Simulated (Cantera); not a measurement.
## Equilibrium for fluorocarbon and chlorocarbon gases: CH3Cl

Charge: 1 mol CH3Cl, held at 0.220 bar.

Method: chemical equilibrium by Gibbs-energy minimisation in Cantera with the NASA 1993 tables (ideal gas, pure condensed phases). Candidate condensed phases: C, C6H6, C7H8, C8H18; 91 gas species. Rates play no part.

```
T (°C)   x H2  x HCl       x H      x Cl  x C2H2 (acetylene)     x C2H      x C3  n C(graphite)
------  -----  -----  --------  --------  ------------------  --------  --------  -------------
1500    0.500  0.500  0.000429  0.000329             6.99e-5  4.68e-10    <1e-12          1.000
1600    0.499  0.499  0.000972  0.000736            0.000156   3.58e-9  4.44e-12          0.999
1700    0.498  0.498   0.00203   0.00152            0.000319   2.22e-8  6.42e-11          0.999
1800    0.497  0.495   0.00395   0.00291            0.000609   1.15e-7  7.13e-10          0.997
1900    0.495  0.492   0.00724   0.00525             0.00109   5.13e-7   6.31e-9          0.996
2000    0.491  0.486    0.0125   0.00896             0.00185   1.99e-6   4.59e-8          0.992
2100    0.485  0.477    0.0207    0.0146             0.00298   6.89e-6   2.81e-7          0.988
2200    0.476  0.463    0.0328    0.0226             0.00459   2.14e-5   1.48e-6          0.981
2300    0.464  0.445    0.0499    0.0336             0.00677   6.07e-5   6.80e-6          0.971
2400    0.447  0.422    0.0731    0.0480             0.00956  0.000158   2.79e-5          0.957
2500    0.425  0.392     0.103    0.0658              0.0130  0.000380  0.000103          0.938
2600    0.398  0.355     0.141    0.0867              0.0168  0.000849  0.000344          0.913
2700    0.364  0.314     0.187     0.110              0.0209   0.00177   0.00106          0.877
```
x: gas mole fraction; n: condensed amount in mol.

From 1500 °C to 2700 °C the condensed part is C(graphite). The main C-bearing gas is C2H2 (acetylene) throughout. The share of C in condensed phases is highest at 1500 °C (100.0 %) and lowest at 2700 °C (87.7 %).
